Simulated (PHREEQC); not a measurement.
0.073 g of hydrous ferric oxide (600 m²/g; 0.2 weak and 0.005 strong sites per Fe, Dzombak-Morel constants, diffuse double layer) in 1 kg of water with 0.3 mol/kgw of an inert sodium salt and 1.7e-07 mol/kgw NaF, at 25 °C; the pH is set by adding NaOH or the inert anion's acid. Oxygen is held at 0.21 atm. No CO2 enters from the air. Nothing may precipitate in this run.

All values are PHREEQC results (ion-association model, wateq4f.dat), not measurements.

### Question
Predict F sorbed (%), surface charge σ (C/m²), surface potential ψ (mV) at pH = 4.5, 5, 6.5.

### Answer
```json
[
 {"pH": "4.5", "F sorbed (%)": "21.8", "surface charge σ (C/m²)": "0.318", "surface potential ψ (mV)": "118"},
 {"pH": "5", "F sorbed (%)": "17.8", "surface charge σ (C/m²)": "0.269", "surface potential ψ (mV)": "110"},
 {"pH": "6.5", "F sorbed (%)": "4.3", "surface charge σ (C/m²)": "0.106", "surface potential ψ (mV)": "65"}
]
```

Species that the database lacks are ignored.
